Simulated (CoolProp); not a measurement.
C3F8 (R218) along the isotherm 107.45 °C: Z from the reference equation and from simpler models built on Tc = 71.9 °C, pc = 2640 kPa, ω = 0.317; each cubic takes its own stable root.

Computed with CoolProp (reference Helmholtz-energy equation of state, Lemmon 2006). It is a short technical equation, of lower accuracy than the large ones.

| p (kPa) | phase | reference |
|---|---|---|
| 396 | gas | 0.9646 |
| 792 | gas | 0.9271 |
| 1190 | gas | 0.8869 |
| 1580 | gas | 0.8449 |
| 1980 | gas | 0.7988 |
| 2380 | gas | 0.7494 |
| 2770 | supercritical | 0.6979 |
| 3170 | supercritical | 0.6423 |
| 3560 | supercritical | 0.5867 |
| 3960 | supercritical | 0.5316 |

### Question
How far does each simpler model (van der Waals, Redlich-Kwong, Soave-Redlich-Kwong, Peng-Robinson) lie from the reference over these 10 states: mean and median of the absolute difference, and the worst?

### Answer
- van der Waals: mean 4.1 %, median 1.3 %, worst -14.9 % at 107.45 °C and 3960 kPa
- Redlich-Kwong: mean 2.9 %, median 2.2 %, worst -7.4 % at 107.45 °C and 3960 kPa
- Soave-Redlich-Kwong: mean 1.7 %, median 0.7 %, worst +6.2 % at 107.45 °C and 3960 kPa
- Peng-Robinson: mean 1.6 %, median 1.8 %, worst -2.5 % at 107.45 °C and 2380 kPa
